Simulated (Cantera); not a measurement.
A closed system holds: 1 mol B, 2.2 mol HCl, 0.33 mol H2, at 1073.15 K and 0.400 bar.

Equilibrium computed with Cantera from the NASA thermochemical tables; the gas is ideal and each condensed phase is pure. Candidate condensed phases: B; 13 gas species. Gases not in the tables: BHCl2. Kinetics and transport are ignored.

Base state: H2 0.593, BCl3 0.296, HCl 0.111 (mole fractions); condensed: B(s).

Task: What changes in the equilibrium state with this change: B replaced by MgO?

Result: 
```json
[
 {"species": "HCl", "before": "0.111", "after": "0.846"},
 {"species": "H2", "before": "0.593", "after": "0.133"},
 {"species": "H2O", "before": "0", "after": "0.0191"},
 {"species": "BCl3", "before": "0.296", "after": "0"},
 {"species": "MgCl2", "before": "0", "after": "0.00228"},
 {"species": "B(s), mol", "before": "0.348", "after": "0"},
 {"species": "MgCl2(l), mol", "before": "0", "after": "0.0419"},
 {"species": "MgO(s), mol", "before": "0", "after": "0.952"}
]
```
Mutual solubility and eutectic melting of coexisting phases are not modelled. Further candidate phases: H2O, Mg, MgCl2, MgO, Mg(OH)2.

Task: What changes in the equilibrium state with this change: temperature from 1073.15 K to 1348.15 K?

Result: 
| species | before | after |
|---|---|---|
| H2 | 0.593 | 0.514 |
| BCl3 | 0.296 | 0.245 |
| HCl | 0.111 | 0.241 |
| BCl | 3.27e-8 | 1.54e-5 |
| BCl2 | 3.83e-6 | 0.000239 |
| B(s), mol | 0.348 | 0.448 |
The tables' values for BCl2, BCl are old estimates; treat these amounts as uncertain.

Task: What changes in the equilibrium state with this change: temperature from 1073.15 K to 1350 K?

Result: 
```
species     before     after
---------  -------  --------
H2           0.593     0.513
BCl3         0.296     0.244
HCl          0.111     0.242
BCl        3.27e-8   1.59e-5
BCl2       3.83e-6  0.000245
B(s), mol    0.348     0.449
```
The tables' values for BCl2, BCl are old estimates; treat these amounts as uncertain.
